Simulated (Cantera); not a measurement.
A jet of CH4 : O2 : N2 = 0.034 : 0.054 : 0.79 (molar parts), equivalence ratio 1.3 at 300 K and 0.460 bar hits a platinum plate 7.6 cm away at a mass flux of 0.071 kg/m²/s; the plate temperature is set and raised in steps from an oxygen-covered start.

Cantera simulation using Deutschmann's 1995 Pt surface mechanism with GRI-Mech 3.0 gas chemistry; the numbers are that mechanism's predictions, not measurements. Catalytic surfaces can have several steady states; this one follows from the mechanism file's or the stated starting coverage.

One state of this run: wall x CH4 = 0.00169; wall x O2 = 0.000670; wall x H2O = 0.0672; wall x OH = <1e-8; wall x CO = 0.0342; wall x CO2 = 0.00553; θ free Pt = 0.482; θ H* = 0.000804; θ CO* = 0.497; θ C* = 0.0193. x: mole fraction at the wall; θ: surface coverage.

Task: Which value of plate T (K) does it belong to?
(A) 1150
(B) 1050
(C) 850
(D) 950

Result: D, 950
